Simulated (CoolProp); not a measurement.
Vapour-liquid equilibrium of R143a (1) + R134a (2) at 41.15 °C; x and y are mole fractions of (1).

The numbers come from the multi-fluid Helmholtz-energy mixture model, Lemmon and Jacobsen 2000 and Tillner-Roth 1994; pair parameters Lemmon 2004 in CoolProp.

```tsv
x	bubble pressure, mixture model (bar)	bubble pressure, Raoult's law (bar)	y, mixture model	y, Raoult's law
0.05	10.87	10.90	0.075	0.086
0.125	11.45	11.53	0.180	0.204
0.2	12.03	12.15	0.276	0.310
0.275	12.63	12.78	0.365	0.405
0.35	13.23	13.40	0.448	0.492
0.425	13.83	14.03	0.526	0.570
0.5	14.45	14.65	0.598	0.642
0.575	15.07	15.28	0.667	0.708
0.65	15.71	15.90	0.732	0.769
0.725	16.35	16.53	0.793	0.826
0.8	17.01	17.15	0.852	0.878
0.875	17.67	17.78	0.909	0.926
0.95	18.36	18.40	0.964	0.972
```

The largest gap from Raoult's law is -1.4 % in bubble pressure, at x = 0.5. No azeotrope shows between x = 0.05 and 0.95.

Pair parameters are fitted to limited data, so mixtures are less certain than the pure fluids.
